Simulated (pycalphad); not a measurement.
All values are pycalphad results on the COST 507 light-alloy database (1999) (1 atm), not direct measurements. The database dates from 1999; later assessments differ in places, in temperatures and in the compounds included.

How does the equilibrium phase assembly of Al-0.96Si (at.%) change on cooling from 1577 °C to 227 °C?


```
T (°C)  phases above        phases below
------  ------------  ------------------
654.4         liquid        fcc + liquid
605.1   fcc + liquid                 fcc
524.8            fcc  diamond (Si) + fcc
```
Changes were sought between steps of 50 K, so a narrower field can be missed.
